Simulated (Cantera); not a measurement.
A perfectly stirred reactor is fed with CH₄ : CO₂ : H₂ = 1 : 3.5 : 0.47 (molar parts), at 4050 Torr; it is held at 1550 K, and followed from long to short residence time.

Model: GRI-Mech 3.0 (53 species, 325 reactions), integrated in Cantera.

Q: What does this change do: temperature 1550 to 1525 K?

A: 
```csv
quantity,before,after
x(CH₄) at τ = 2.50 s,0.0286,0.0353
x(CO₂) at τ = 2.50 s,0.270,0.297
x(H₂) at τ = 2.50 s,0.107,0.0959
x(HCO) at τ = 2.50 s,1.12e-8,7.89e-9
x(CH₃) at τ = 2.50 s,2.27e-5,2.16e-5
x(CH₄) at τ = 21.0 ms,0.166,0.179
x(CO₂) at τ = 21.0 ms,0.638,0.660
x(H₂) at τ = 21.0 ms,0.0853,0.0862
x(HCO) at τ = 21.0 ms,1.25e-9,6.90e-10
x(CH₃) at τ = 21.0 ms,9.68e-5,7.53e-5
```

Q: What does this change do: CH4 1 to 2 parts?

A: 
```
quantity                before     after
---------------------  -------  --------
x(CH₄) at τ = 2.50 s    0.0286    0.0586
x(CO₂) at τ = 2.50 s     0.270     0.146
x(H₂) at τ = 2.50 s      0.107     0.189
x(HCO) at τ = 2.50 s   1.12e-8   1.54e-8
x(CH₃) at τ = 2.50 s   2.27e-5   3.55e-5
x(CH₄) at τ = 21.0 ms    0.166     0.267
x(CO₂) at τ = 21.0 ms    0.638     0.518
x(H₂) at τ = 21.0 ms    0.0853     0.106
x(HCO) at τ = 21.0 ms  1.25e-9   1.16e-9
x(CH₃) at τ = 21.0 ms  9.68e-5  0.000128
```
